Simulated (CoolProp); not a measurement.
The numbers come from the reference Helmholtz-energy equation of state, Lemmon 2006 in CoolProp. It is a short technical equation, of lower accuracy than the large ones.

**Question.** For carbonyl sulfide, give the phase and the cp (kJ/(kg K)), isothermal compressibility (1/MPa), expansivity (1/kK) at 387.9 K and 1.77 MPa; 387.9 K and 5.31 MPa; 387.9 K and 10.6 MPa.

**Answer.** 
- 387.9 K and 1.77 MPa: gas; cp 0.847, isothermal compressibility 0.627, expansivity 3.48
- 387.9 K and 5.31 MPa: gas; cp 1.48, isothermal compressibility 0.334, expansivity 9.90
- 387.9 K and 10.6 MPa: supercritical; cp 2.09, isothermal compressibility 0.0354, expansivity 9.20
